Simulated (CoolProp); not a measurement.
Vapour-liquid equilibrium of cyclohexane (1) + dimethyl carbonate (2) at 196.95 °C; x and y are mole fractions of (1).

Values from CoolProp's multi-fluid Helmholtz-energy mixture model, Zhou 2014 and Zhou 2011; pair parameters Bell 2016.

**Question.** Give the bubble pressure and the first vapour's composition at x = 0.05, 0.125, 0.875. Is there an azeotrope?

**Answer.** x = 0.05: 1.356 MPa, y = 0.092; x = 0.125: 1.451 MPa, y = 0.199; x = 0.875: 1.468 MPa, y = 0.803. y crosses x between x = 0.5 and 0.575: the model has an azeotrope there.

The pair parameters rest on a limited set of measurements; away from them the model extrapolates.
